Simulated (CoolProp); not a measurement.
A single-stage vapour-compression cycle with R13: evaporating at 206.15 K (dew point), condensing at 250.15 K (bubble point), superheat 10 K, subcooling 5 K, compressor efficiency 0.85, no pressure losses. Each further row changes one setting.

Computed with CoolProp (reference Helmholtz-energy equation of state, Platzer 1990). This equation is an older, rougher fit; its heat capacities, sound speeds and derivatives of the liquid may be far off and weren't checked against measurements.

| case | cooling COP | pressure ratio | discharge temperature (K) | refrigerating effect (kJ/kg) | volumetric capacity (kJ/m³) |
|---|---|---|---|---|---|
| as stated | 3.23 | 5.07 | 285.1 | 110 | 1400 |
| evaporating temperature 211.15 K | 3.82 | 4.06 | 281.3 | 112 | 1750 |
| condensing temperature 245.15 K | 3.76 | 4.35 | 278.1 | 115 | 1460 |
| subcooling 10 K | 3.38 | 5.07 | 285.1 | 115 | 1460 |
| superheat 20 K | 3.22 | 5.07 | 295.8 | 116 | 1390 |
| compressor efficiency 0.75 | 2.85 | 5.07 | 291.5 | 110 | 1400 |
